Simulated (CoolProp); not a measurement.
Computed with CoolProp (reference Helmholtz-energy equation of state, Span 2000).

### Question
Give the vapour pressure (kPa), enthalpy of vaporisation (kJ/kg), vapour Z, liquid viscosity (µPa s) of saturated nitrogen at 89.9, 100.4 K.

### Answer
| T (K) | p (kPa) | enthalpy of vaporisation (kJ/kg) | vapour Z | liquid viscosity (µPa s) |
|---|---|---|---|---|
| 89.9 | 357 | 181 | 0.896 | 103 |
| 100.4 | 800 | 160 | 0.817 | 74.9 |

Viscosity comes from a separate model (Lemmon 2004).
